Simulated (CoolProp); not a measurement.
Ammonia at several states: fugacity coefficient from the reference equation and from simpler models built on Tc = 132.4 °C, pc = 11.36 MPa, ω = 0.256; each cubic takes its own stable root.

The numbers come from the reference Helmholtz-energy equation of state, Gao 2020 in CoolProp.

| T (°C) | p (MPa) | phase | reference | van der Waals | Redlich-Kwong | Soave-Redlich-Kwong | Peng-Robinson |
|---|---|---|---|---|---|---|---|
| -52.75 | 1.02 | liquid | 0.03386 | 0.5087 | 0.07468 | 0.03211 | 0.03361 |
| 365.55 | 0.604 | gas | 0.9966 | 0.9952 | 0.9956 | 0.9974 | 0.9962 |
| 203.75 | 0.0525 | gas | 0.9991 | 0.9991 | 0.9990 | 0.9991 | 0.9990 |
| 67.55 | 1.29 | gas | 0.9210 | 0.9491 | 0.9371 | 0.9330 | 0.9283 |
| 425.95 | 5.86 | gas | 0.9787 | 0.9649 | 0.9705 | 0.9875 | 0.9782 |
